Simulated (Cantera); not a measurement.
**Hydrocarbon pyrolysis for carbon deposition**

An isothermal, constant-pressure homogeneous reactor starts with C2H6 : N2 = 1 : 18 (molar parts), at 1800 K and 0.0263 atm.

Detailed kinetics in Cantera: GRI-Mech 3.0 (53 species, 325 reactions). GRI-Mech 3.0 stops at C3 and has no aromatics, soot or wall deposition, so with more carbon than oxygen in the feed, carbon stays in small species such as C2H2 where larger ones or solid carbon would form. Radical loss at walls, strong at low pressure, is not modelled.

```csv
t (s),x C2H6,x C2H4,x H,x CH4,x C2H2,x CH3
3.00e-5,0.0470,0.000186,0.000117,0.000212,1.60e-7,0.00947
7.83e-5,0.0362,0.00331,0.000709,0.00124,4.14e-5,0.0196
0.000204,0.0121,0.0172,0.00180,0.00594,0.00269,0.0266
0.000533,0.000441,0.0157,0.00214,0.0118,0.0213,0.0103
0.00139,2.73e-5,0.00511,0.00108,0.0111,0.0360,0.00312
0.00363,7.25e-6,0.00115,0.000635,0.00967,0.0414,0.00147
0.00949,2.67e-6,0.000259,0.000436,0.00819,0.0432,0.000837
0.0248,1.13e-6,0.000103,0.000346,0.00660,0.0443,0.000525
0.0646,5.25e-7,4.75e-5,0.000343,0.00464,0.0453,0.000357
0.169,1.76e-7,1.67e-5,0.000406,0.00239,0.0464,0.000212
0.440,2.90e-8,4.94e-6,0.000519,0.000811,0.0472,9.00e-5
1.15,2.68e-9,2.98e-6,0.000632,0.000212,0.0475,2.85e-5
3.00,2.24e-10,2.81e-6,0.000674,5.81e-5,0.0475,8.32e-6
```
x: mole fraction; the columns are a selection and need not sum to one.

Equilibrium at this temperature and pressure: C2H6 2.74e-12, C2H4 8.37e-7, H 0.000680, CH4 5.37e-6, C2H2 0.0143, CH3 7.75e-7 (gas phase only).
